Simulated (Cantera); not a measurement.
Charge: 1 mol BN, 7.4 mol NF3, 11 mol H2, 0.17 mol O2, held at 1552 °C and 75.0 Torr.

Cantera equilibrium calculation (NASA polynomials, part measured and part estimated; ideal gas, pure solids and liquids). Candidate condensed phases: B, BN, B2O3, B3O3H3, H2O; 62 gas species. The tables' values for BF2 are old estimates; treat these amounts as uncertain. Equilibrium is a limit: real reactors are often held back by kinetics, nucleation or transport.

Base state: HF 0.754, N2 0.161, H2 0.0406, BF3 0.0303, BOF 0.00808, H2O 0.00494, H 0.000281, BF2 6.11e-5 (mole fractions); condensed: gas only.

### Question
What changes in the equilibrium state with this change: temperature from 1552 °C to 1700 °C?

### Answer
```
species    before     after
-------  --------  --------
HF          0.754     0.757
N2          0.161     0.161
H2         0.0406    0.0401
BF3        0.0303    0.0274
H2O       0.00494   0.00231
BOF       0.00808    0.0107
BF2       6.11e-5  0.000203
H        0.000281  0.000855
BHF2      7.04e-6   1.14e-5
```
